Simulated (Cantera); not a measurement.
Charge: 1 mol C2H4, 1.3 mol H2O, 0.34 mol N2, at 2725 K and 3.40 mbar.

Equilibrium computed with Cantera from the NASA thermochemical tables; the gas is ideal and each condensed phase is pure. Candidate condensed phases: C, C6H6, C7H8, C8H18, H2O; 136 gas species. Rates play no part.

Base state: H 0.509, H2 0.226, CO 0.194, N2 0.0431, HCN 0.0117, C2H2 (acetylene) 0.00583, C3 0.00359, CN 0.00204 (mole fractions); condensed: C(graphite).

Problem. What changes in the equilibrium state with this change: C2H4 replaced by CH3OH?

Solution. 
```json
[
 {"species": "H", "before": "0.509", "after": "0.451"},
 {"species": "H2", "before": "0.226", "after": "0.178"},
 {"species": "CO", "before": "0.194", "after": "0.140"},
 {"species": "O", "before": "1.84e-9", "after": "0.0644"},
 {"species": "H2O", "before": "2.19e-9", "after": "0.0601"},
 {"species": "OH", "before": "1.29e-9", "after": "0.0400"},
 {"species": "HCN", "before": "0.0117", "after": "<1e-9"},
 {"species": "N2", "before": "0.0431", "after": "0.0490"},
 {"species": "O2", "before": "<1e-9", "after": "0.00876"},
 {"species": "CO2", "before": "<1e-9", "after": "0.00695"},
 {"species": "C2H2 (acetylene)", "before": "0.00583", "after": "<1e-9"},
 {"species": "C3", "before": "0.00359", "after": "<1e-9"},
 {"species": "C(graphite), mol", "before": "0.414", "after": "0"}
]
```

Problem. What changes in the equilibrium state with this change: N2 from 0.34 to 7 mol?

Solution. 
```json
[
 {"species": "N2", "before": "0.0431", "after": "0.492"},
 {"species": "H", "before": "0.509", "after": "0.296"},
 {"species": "CO", "before": "0.194", "after": "0.0945"},
 {"species": "H2", "before": "0.226", "after": "0.0765"},
 {"species": "HCN", "before": "0.0117", "after": "0.0228"},
 {"species": "C2N2", "before": "1.15e-5", "after": "0.000129"},
 {"species": "N", "before": "7.05e-6", "after": "2.38e-5"},
 {"species": "CN", "before": "0.00204", "after": "0.00680"},
 {"species": "C(graphite), mol", "before": "0.414", "after": "0"}
]
```

Problem. What changes in the equilibrium state with this change: temperature from 2725 K to 623 K?

Solution. 
| species | before | after |
|---|---|---|
| H2 | 0.226 | 0.582 |
| H2O | 2.19e-9 | 0.178 |
| N2 | 0.0431 | 0.0905 |
| H | 0.509 | <1e-9 |
| CO | 0.194 | 0.0120 |
| CO2 | <1e-9 | 0.0778 |
| HCN | 0.0117 | <1e-9 |
| CH4 | 1.87e-8 | 0.0588 |
| C2H2 (acetylene) | 0.00583 | <1e-9 |
| C3 | 0.00359 | <1e-9 |
| CN | 0.00204 | <1e-9 |
| C(graphite), mol | 0.414 | 1.44 |
